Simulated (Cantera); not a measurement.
A perfectly stirred reactor is fed with C₂H₆ : O₂ : N₂ : CH₄ = 0.011 : 0.018 : 1 : 0.0028 (molar parts), at 760 Torr; it is held at 1575 K, and followed from long to short residence time.

Cantera simulation using GRI-Mech 3.0 (53 species, 325 reactions); the numbers are that mechanism's predictions, not measurements. The temperature is held fixed by assumption; the heat of reaction is taken as removed at once.

One state of this run: x C₂H₆ = 5.82e-5; x O₂ = 0.000951; x NO₂ = 2.62e-11; x H₂O = 0.0152; x N₂O = 1.71e-9; x H = 6.29e-5; x CH₂ = 7.20e-7. x: mole fraction; the columns are a selection and need not sum to one.

Question: Which value of τ (s) does it belong to?
(A) 8.9
(B) 0.083
(C) 0.032
(D) 1.4

Answer: C, 0.032
